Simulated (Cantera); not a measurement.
Cantera run:

```python
import numpy as np
import cantera as ct

gas_names = """
    N NO NO2 NO3 N2 N2O O O2 O3 Pb PbO Pb2
""".split()
cond_names = """
    Pb(cr) Pb(L) PbO(rd) PbO(yw) PbO(L) PbO2(s) Pb3O4(s)
""".split()


def load(file, names, dense=False):
    # The tables refer to 1 bar. Condensed volumes are neglected.
    table = {s.name: s for s in ct.Species.list_from_file(file)}
    out = []
    for n in names:
        d = dict(table[n].input_data)
        d["thermo"] = dict(d["thermo"], **{"reference-pressure": 1e5})
        if dense:
            d["equation-of-state"] = {"model": "constant-volume", "density": "1e6 g/cm^3"}
        out.append(ct.Species.from_dict(d))
    return out


gas = ct.Solution(thermo="ideal-gas", species=load("nasa_gas.yaml", gas_names))
cond = {s.name: ct.Solution(thermo="fixed-stoichiometry", species=[s], name=s.name)
        for s in load("nasa_condensed.yaml", cond_names, dense=True)}
atoms = {
    'PbO': {'Pb': 1, 'O': 1},
    'N2': {'N': 2},
}
top_T = {'Pb3O4(s)': 820}  # K; cautious upper limits of use, not melting points


def equilibrate(T, P, feed):
    n = {}
    for name, mol in feed.items():
        for a, k in atoms[name].items():
            n[a] = n.get(a, 0.0) + k * mol
    gas.TPX = T, P, n
    mass = sum(n.values()) * gas.mean_molecular_weight
    gas.equilibrate("TP")
    valid = [c for c in cond.values() if c.min_temp <= T <= top_T.get(c.name, c.max_temp)]
    mix = ct.Mixture([(gas, mass / gas.mean_molecular_weight)] + [(c, 0.0) for c in valid])
    mix.T, mix.P = T, P
    mix.equilibrate("TP", solver="vcs", rtol=1e-11, max_steps=5000)
    return mix


results = []
feed = {'PbO': 1, 'N2': 16}  # mol
T = 1575  # K
P = 68000  # Pa
mix = equilibrate(T, P, feed)
results.append((T, P, feed, dict(zip(mix.species_names, mix.species_moles))))
x = sorted(zip(gas.X, gas.species_names), reverse=True)
print(f"T = {T:g} K  P = {P:g} Pa  gas = {mix.phase_moles(0):.4g} mol")
print("   x: " + "  ".join(f"{s} {v:.3e}" for v, s in x if v > 0.001))
print("   condensed (mol): " + ("  ".join(f"{mix.phase(i).name} {mix.phase_moles(i):.4g}"
      for i in range(1, mix.n_phases) if mix.phase_moles(i) > 1e-12) or "none"))
```

Result:

```
T = 1575 K  P = 68000 Pa  gas = 16.68 mol
   x: N2 9.590e-01  PbO 3.209e-02  Pb 5.874e-03  O2 2.826e-03
   condensed (mol): PbO(L) 0.3666
```

Method: chemical equilibrium by Gibbs-energy minimisation in Cantera with the NASA 1993 tables (ideal gas, pure condensed phases). Gases not in the tables: (PbO)n polymers.
